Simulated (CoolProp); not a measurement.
Vapour-liquid equilibrium of R22 (1) + R11 (2) at 273.9 K; x and y are mole fractions of (1).

Computed with CoolProp (multi-fluid Helmholtz-energy mixture model, Kamei 1995 and Jacobsen 1992; pair parameters Bell 2016).

```json
[
 {"x": "0.05", "bubble pressure, mixture model (bar)": "0.7929", "bubble pressure, Raoult's law (bar)": "0.6495", "y, mixture model": "0.494", "y, Raoult's law": "0.393"},
 {"x": "0.15", "bubble pressure, mixture model (bar)": "1.444", "bubble pressure, Raoult's law (bar)": "1.118", "y, mixture model": "0.742", "y, Raoult's law": "0.684"},
 {"x": "0.25", "bubble pressure, mixture model (bar)": "…", "bubble pressure, Raoult's law (bar)": "1.587", "y, mixture model": "…", "y, Raoult's law": "0.804"},
 {"x": "0.35", "bubble pressure, mixture model (bar)": "2.453", "bubble pressure, Raoult's law (bar)": "2.056", "y, mixture model": "0.871", "y, Raoult's law": "0.869"},
 {"x": "0.45", "bubble pressure, mixture model (bar)": "2.870", "bubble pressure, Raoult's law (bar)": "2.524", "y, mixture model": "0.901", "y, Raoult's law": "0.910"},
 {"x": "0.55", "bubble pressure, mixture model (bar)": "3.259", "bubble pressure, Raoult's law (bar)": "2.993", "y, mixture model": "0.923", "y, Raoult's law": "0.938"},
 {"x": "0.65", "bubble pressure, mixture model (bar)": "…", "bubble pressure, Raoult's law (bar)": "3.462", "y, mixture model": "…", "y, Raoult's law": "0.958"},
 {"x": "0.75", "bubble pressure, mixture model (bar)": "4.025", "bubble pressure, Raoult's law (bar)": "3.931", "y, mixture model": "0.959", "y, Raoult's law": "0.974"},
 {"x": "0.85", "bubble pressure, mixture model (bar)": "4.430", "bubble pressure, Raoult's law (bar)": "4.399", "y, mixture model": "0.975", "y, Raoult's law": "0.986"},
 {"x": "0.95", "bubble pressure, mixture model (bar)": "4.868", "bubble pressure, Raoult's law (bar)": "4.868", "y, mixture model": "0.991", "y, Raoult's law": "0.996"}
]
```

Task: Some entries are withheld; supply them.

Result: 
- 0.25, bubble pressure, mixture model (bar): 1.986
- 0.25, y, mixture model: 0.826
- 0.65, bubble pressure, mixture model (bar): 3.639
- 0.65, y, mixture model: 0.942

The largest gap from Raoult's law is +29.2 % in bubble pressure, at x = 0.15. No azeotrope shows between x = 0.05 and 0.95.

The pair parameters rest on a limited set of measurements; away from them the model extrapolates.
